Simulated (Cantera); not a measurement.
Input: 1 mol H₂S, 0.072 mol SO₂, 9.1 mol N₂, held at 0.200 bar.

Method: chemical equilibrium by Gibbs-energy minimisation in Cantera with the NASA 1993 tables (ideal gas, pure condensed phases). Candidate condensed phases: H₂O, H₂SO₄, S; 35 gas species. Equilibrium is a limit: real reactors are often held back by kinetics, nucleation or transport. All values below are at 2275 K.

Base state: N₂ 0.849, H₂ 0.0767, S₂ 0.0399, H₂O 0.00849, S 0.00693, SH 0.00676, H 0.00526, SO 0.00368 (mole fractions); condensed: gas only.

### Question
What changes in the equilibrium state with this change: pressure from 0.200 bar to 96.0 mbar?

### Answer
```
species   before     after
-------  -------  --------
N₂         0.849     0.846
H₂        0.0767    0.0770
S₂        0.0399    0.0383
S        0.00693   0.00980
H        0.00526   0.00760
H₂S      0.00210   0.00143
OH       9.05e-5  0.000115
```

### Question
What changes in the equilibrium state with this change: H₂S replaced by S?

### Answer
| species | before | after |
|---|---|---|
| N₂ | 0.849 | 0.935 |
| S₂ | 0.0399 | 0.0454 |
| SO | 0.00368 | 0.00875 |
| H₂ | 0.0767 | 0 |
| H₂O | 0.00849 | 0 |
| SH | 0.00676 | 0 |
| H | 0.00526 | 0 |
| H₂S | 0.00210 | 0 |
| OH | 9.05e-5 | 0 |
| SO₂ | 0.000551 | 0.00292 |

### Question
What changes in the equilibrium state with this change: SO₂ from 0.072 to 0.3 mol?

### Answer
```tsv
species	before	after
N₂	0.849	0.833
H₂	0.0767	0.0597
S₂	0.0399	0.0410
H₂O	0.00849	0.0247
SO	0.00368	0.0140
SO₂	0.000551	0.00782
S₂O	6.23e-5	0.000239
O	4.26e-6	1.59e-5
NO	1.50e-5	5.55e-5
```
